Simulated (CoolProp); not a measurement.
A single-stage vapour-compression cycle with hydrogen chloride: evaporating at 263.15 K (dew point), condensing at 310.15 K (bubble point), superheat 2 K, subcooling 5 K, compressor efficiency 0.8, no pressure losses. Each further row changes one setting.

Computed with CoolProp (reference Helmholtz-energy equation of state, Thol 2018).

```json
[
 {"case": "as stated", "cooling COP": "3.07", "pressure ratio": "3.11", "discharge temperature (K)": "377.7", "refrigerating effect (kJ/kg)": "246", "volumetric capacity (kJ/m³)": "10100"},
 {"case": "evaporating temperature 268.15 K", "cooling COP": "3.58", "pressure ratio": "2.71", "discharge temperature (K)": "367.6", "refrigerating effect (kJ/kg)": "245", "volumetric capacity (kJ/m³)": "11600"},
 {"case": "condensing temperature 305.15 K", "cooling COP": "3.62", "pressure ratio": "2.80", "discharge temperature (K)": "365.1", "refrigerating effect (kJ/kg)": "258", "volumetric capacity (kJ/m³)": "10600"},
 {"case": "subcooling 10 K", "cooling COP": "3.24", "pressure ratio": "3.11", "discharge temperature (K)": "377.7", "refrigerating effect (kJ/kg)": "259", "volumetric capacity (kJ/m³)": "10700"},
 {"case": "superheat 12 K", "cooling COP": "3.00", "pressure ratio": "3.11", "discharge temperature (K)": "395.2", "refrigerating effect (kJ/kg)": "259", "volumetric capacity (kJ/m³)": "9880"},
 {"case": "compressor efficiency 0.7", "cooling COP": "2.69", "pressure ratio": "3.11", "discharge temperature (K)": "387.6", "refrigerating effect (kJ/kg)": "246", "volumetric capacity (kJ/m³)": "10100"}
]
```
